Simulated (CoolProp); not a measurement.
Ethylene at 298.15 K and 0.381 MPa is compressed adiabatically to 1.75 MPa with isentropic efficiency 0.85. Each further row changes one setting.

Computed with CoolProp (reference Helmholtz-energy equation of state, Smukala 2000).

```
case             work (kJ/kg)  final temperature (K)  final density (kg/m³)
---------------  ------------  ---------------------  ---------------------
as stated                 ___                  407.2                   15.0
efficiency 1              151                  393.6                    ___
efficiency 0.65           ___                    ___                   14.0
```

**Question.** Fill in the missing entries.

**Answer.** 
- as stated, work (kJ/kg): 178
- efficiency 1, final density (kg/m³): 15.6
- efficiency 0.65, work (kJ/kg): 233
- efficiency 0.65, final temperature (K): 434.1
